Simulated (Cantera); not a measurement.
A perfectly stirred reactor is fed with NH₃ : H₂ = 1 : 13 (molar parts), at 0.0868 atm; it is held at 2250 K, and followed from long to short residence time.

Model: the gas-phase N/H chemistry of the illustrative SiF4/NH3 mechanism in the Surface Chemkin manual (1991), integrated in Cantera. Walls and surfaces, which speed up NH3 decomposition in real reactors, are not modelled.

One state of this run: x NH₃ = 0.00578; x H₂ = 0.956; x N₂ = 0.0304; x N = 9.46e-6; x H = 0.00725; x NH = 2.40e-5; x NH₂ = 0.000137. x: mole fraction; the columns are a selection and need not sum to one.

Problem. Which value of τ (s) does it belong to?
(A) 0.23
(B) 0.017
(C) 0.033
(D) 0.43

Solution. A, 0.23
